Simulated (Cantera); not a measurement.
What does this Cantera script print?

```python
import numpy as np
import cantera as ct

gas_names = """
    H H2 Ti
""".split()
cond_names = """
    Ti(a) Ti(b) Ti(L)
""".split()


# ... load() reads the species with a 1 bar reference pressure and builds the phases ...
atoms = {
    'Ti': {'Ti': 1},
    'H2': {'H': 2},
}
top_T = {}  # K; cautious upper limits of use, not melting points


# ... equilibrate(T, P, feed) seeds the gas with the atoms and calls Mixture.equilibrate('TP', solver="vcs", rtol=1e-11, max_steps=5000) ...
results = []
feed = {'Ti': 1, 'H2': 2}  # mol
P = 1400  # Pa
for T in [1898, 1923, 1948, 1973, 1998, 2023, 2048]:
    mix = equilibrate(T, P, feed)
    results.append((T, P, feed, dict(zip(mix.species_names, mix.species_moles))))
    x = sorted(zip(gas.X, gas.species_names), reverse=True)
    print(f"T = {T:g} K  P = {P:g} Pa  gas = {mix.phase_moles(0):.4g} mol")
    print("   x: " + "  ".join(f"{s} {v:.3e}" for v, s in x if v > 1e-06))
    print("   condensed (mol): " + ("  ".join(f"{mix.phase(i).name} {mix.phase_moles(i):.4g}"
          for i in range(1, mix.n_phases) if mix.phase_moles(i) > 1e-12) or "none"))
```

Output:

```
T = 1898 K  P = 1400 Pa  gas = 2.007 mol
   x: H2 9.932e-01  H 6.584e-03  Ti 1.681e-04
   condensed (mol): Ti(b) 0.9997
T = 1923 K  P = 1400 Pa  gas = 2.008 mol
   x: H2 9.918e-01  H 7.929e-03  Ti 2.444e-04
   condensed (mol): Ti(b) 0.9995
T = 1948 K  P = 1400 Pa  gas = 2.01 mol
   x: H2 9.901e-01  H 9.503e-03  Ti 3.511e-04
   condensed (mol): Ti(L) 0.9993
T = 1973 K  P = 1400 Pa  gas = 2.012 mol
   x: H2 9.882e-01  H 1.134e-02  Ti 4.948e-04
   condensed (mol): Ti(L) 0.999
T = 1998 K  P = 1400 Pa  gas = 2.015 mol
   x: H2 9.858e-01  H 1.346e-02  Ti 6.912e-04
   condensed (mol): Ti(L) 0.9986
T = 2023 K  P = 1400 Pa  gas = 2.018 mol
   x: H2 9.831e-01  H 1.591e-02  Ti 9.571e-04
   condensed (mol): Ti(L) 0.9981
T = 2048 K  P = 1400 Pa  gas = 2.022 mol
   x: H2 9.800e-01  H 1.873e-02  Ti 1.314e-03
   condensed (mol): Ti(L) 0.9973
```

Equilibrium computed with Cantera from the NASA thermochemical tables; the gas is ideal and each condensed phase is pure.
